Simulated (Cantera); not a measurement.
Feed: 1 mol Fe, 0.31 mol CO₂, 1.5 mol CO, 0.46 mol H₂S, at 3.70 mbar.

Cantera equilibrium calculation (NASA polynomials, part measured and part estimated; ideal gas, pure solids and liquids). Candidate condensed phases: C, C₆H₆, C₇H₈, C₈H₁₈, Fe, Fe(CO)₅, FeO, Fe(OH)₂, Fe(OH)₃, FeS, FeSO₄, FeS₂, Fe₂O₃, Fe₂(SO₄)₃, Fe₃O₄, H₂O, H₂SO₄, S; 127 gas species. Equilibrium is a limit: real reactors are often held back by kinetics, nucleation or transport. All values below are at 1650 °C.

Base state: CO 0.637, H₂ 0.128, S₂ 0.0667, CO₂ 0.0442, Fe 0.0400, H₂O 0.0382, SO 0.0147, SO₂ 0.00960 (mole fractions); condensed: Fe(l).

**Question.** What changes in the equilibrium state with this change: CO from 1.5 to 5 mol?

**Answer.** 
```
species       before     after
----------  --------  --------
CO             0.637     0.812
H₂             0.128    0.0598
Fe            0.0400    0.0400
S₂            0.0667    0.0287
H₂O           0.0382   0.00963
SO            0.0147   0.00522
CO₂           0.0442    0.0305
SO₂          0.00960   0.00184
S₂O         0.000147   3.44e-5
H₂S          0.00148  0.000452
OH          0.000142   5.25e-5
SH           0.00553   0.00248
Fe(l), mol     0.893     0.747
```
